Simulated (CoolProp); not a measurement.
Vapour-liquid equilibrium of trans-2-butene (1) + acetone (2) at 65.95 °C; x and y are mole fractions of (1).

The numbers come from the multi-fluid Helmholtz-energy mixture model, Lemmon 2005 and Lemmon 2006; pair parameters Bell 2016 in CoolProp.

Q: Give the bubble pressure and the first vapour's composition at x = 0.35, 0.575, 0.875. Is there an azeotrope?

A: x = 0.35: 0.4906 MPa, y = 0.769; x = 0.575: 0.5898 MPa, y = 0.839; x = 0.875: 0.6845 MPa, y = 0.930. No azeotrope shows between x = 0.05 and 0.95.

The pair parameters rest on a limited set of measurements; away from them the model extrapolates.
